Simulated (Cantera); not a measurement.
A Cantera script and what it prints.

```python
import numpy as np
import cantera as ct

gas_names = """
    C CN CO CO2 C2 CCN CNC C2N2 C2O C3 C3O2 C4 C4N2 C5 N NCO NO NO2 NO3 N2 N2O O O2 O3 Ta TaO TaO2
""".split()
cond_names = """
    C(gr) Ta(cr) Ta(L) TaC(s) TaC(L) Ta2O5(s) Ta2O5(L)
""".split()


# ... load() reads the species with a 1 bar reference pressure and builds the phases ...
atoms = {
    'Ta': {'Ta': 1},
    'O2': {'O': 2},
    'N2': {'N': 2},
    'CO2': {'C': 1, 'O': 2},
}
top_T = {'C(gr)': 4500}  # K; cautious upper limits of use, not melting points


# ... equilibrate(T, P, feed) seeds the gas with the atoms and calls Mixture.equilibrate('TP', solver="vcs", rtol=1e-11, max_steps=5000) ...
results = []
feed = {'Ta': 1, 'O2': 1.8, 'N2': 96, 'CO2': 0.3}  # mol
P = 3500  # Pa
for T in [1625, 1725, 1825, 1925, 2025, 2125, 2225, 2325, 2425, 2525]:
    mix = equilibrate(T, P, feed)
    results.append((T, P, feed, dict(zip(mix.species_names, mix.species_moles))))

top = {s: max(r[3][s] / sum(r[3][g] for g in gas_names) for r in results) for s in gas_names}
cols = sorted((s for s in top if top[s] > 1e-06), key=lambda s: -top[s])[:8]
seen = [c for c in cond_names if any(r[3].get(c, 0) > 1e-12 for r in results)]
print("log10 of partial pressures in bar; condensed amounts in mol")
print(f"{'T/K':>10s}" + "".join(f"{s[:9]:>10s}" for s in cols + seen))
for T, P, feed, n in results:
    ng = sum(n[g] for g in gas_names)
    print(f"{T:10.4g}" + "".join(f"{np.log10(max(n[s] / ng * P / 1e5, 1e-99)):10.3f}" for s in cols)
          + "".join(f"{n.get(c, 0):10.4g}" for c in seen))
```

Result:

```
log10 of partial pressures in bar; condensed amounts in mol
       T/K        N2        O2         O        NO       CO2        CO      TaO2       TaO  Ta2O5(s)  Ta2O5(L)
      1625    -1.460    -3.717    -6.569    -4.865    -3.966    -6.667   -12.907   -20.414       0.5         0
      1725    -1.460    -3.724    -6.098    -4.698    -3.968    -6.145   -11.439   -18.209       0.5         0
      1825    -1.460    -3.734    -5.680    -4.551    -3.973    -5.682   -10.136   -16.250       0.5         0
      1925    -1.460    -3.745    -5.307    -4.421    -3.987    -5.276    -8.972   -14.496       0.5         0
      2025    -1.460    -3.758    -4.971    -4.305    -4.015    -4.925    -7.927   -12.916       0.5         0
      2125    -1.460    -3.774    -4.669    -4.202    -4.070    -4.635    -7.032   -11.535         0    0.4999
      2225    -1.461    -3.797    -4.398    -4.112    -4.160    -4.408    -6.243   -10.299         0    0.4992
      2325    -1.461    -3.832    -4.158    -4.038    -4.292    -4.243    -5.524    -9.164         0    0.4959
      2425    -1.462    -3.887    -3.948    -3.981    -4.464    -4.132    -4.864    -8.111         0     0.481
      2525    -1.463    -3.955    -3.764    -3.938    -4.666    -4.064    -4.256    -7.131         0    0.4228
```

Cantera equilibrium calculation (NASA polynomials, part measured and part estimated; ideal gas, pure solids and liquids).
